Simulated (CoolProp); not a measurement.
Properties of R1224YDZ along the isobar 2140 kPa (Tc = 155.5 °C, pc = 3334 kPa, ω = 0.325).

Computed with CoolProp (reference Helmholtz-energy equation of state, Akasaka 2023).

| T (°C) | phase | density (kg/m³) | cp (kJ/(kg K)) | expansivity (1/kK) |
|---|---|---|---|---|
| 117.55 | liquid | 1041 | 1.474 | 5.212 |
| 123.05 | liquid | 1009 | [?] | 6.052 |
| 128.55 | liquid | 972.7 | [?] | 7.372 |
| 134.05 | gas | 150.2 | 1.509 | 13.61 |
| 139.55 | gas | 140.6 | 1.378 | 10.71 |
| 145.05 | gas | 133.3 | [?] | 8.979 |
| 150.55 | gas | 127.3 | 1.250 | 7.806 |
| 156.05 | gas | 122.2 | 1.215 | 6.951 |
| 161.55 | gas | [?] | 1.190 | 6.297 |
| 167.05 | gas | [?] | 1.171 | 5.779 |
| 172.55 | gas | 110.6 | 1.157 | 5.356 |
| 178.05 | gas | 107.5 | 1.146 | 5.003 |
| 183.55 | gas | 104.7 | 1.138 | 4.705 |
| 189.05 | gas | 102.1 | 1.132 | [?] |
| 194.55 | gas | 99.65 | 1.128 | 4.225 |
| 199.95 | gas | 97.46 | 1.125 | 4.032 |

Problem. Fill in the missing entries.

Solution. 
- 123.05, cp (kJ/(kg K)): 1.533
- 128.55, cp (kJ/(kg K)): 1.620
- 145.05, cp (kJ/(kg K)): 1.301
- 161.55, density (kg/m³): 117.9
- 167.05, density (kg/m³): 114.0
- 189.05, expansivity (1/kK): 4.448
